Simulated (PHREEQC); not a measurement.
Dissolve 0.027 mol/kgw NH3 and 0.011 mol/kgw CO2 at 25 °C. Closed to the air; pH follows from the charge balance.

Equilibrium calculation in PHREEQC: ion-association model, phreeqc.dat.

Each row changes one thing in this solution. Precipitation was switched off in this run.

```csv
case,pH,ionic strength (mol/kgw),NH3 (mol/kgw),NH4+ (mol/kgw),HCO3- (mol/kgw),CO3-2 (mol/kgw)
as made,9.37,0.0140,0.0145,0.0125,0.00953,0.00146
CO2 from 0.011 to 0.0022 mol/kgw,10.13,0.00427,0.0237,0.00331,0.00124,0.000964
NH3 from 0.027 to 0.0297 mol/kgw,9.43,0.0143,0.0170,0.0127,0.00933,0.00166
CO2 from 0.011 to 0.0121 mol/kgw,9.30,0.0150,0.0135,0.0135,0.0107,0.00142
diluted 100-fold with water,9.24,0.000145,0.000134,0.000136,0.000101,8.63e-6
NH3 from 0.027 to 0.0243 mol/kgw,9.29,0.0135,0.0120,0.0123,0.00974,0.00125
```

Species that the database lacks are ignored. Carbamate, which ammonia and carbonate form, is missing from the database.
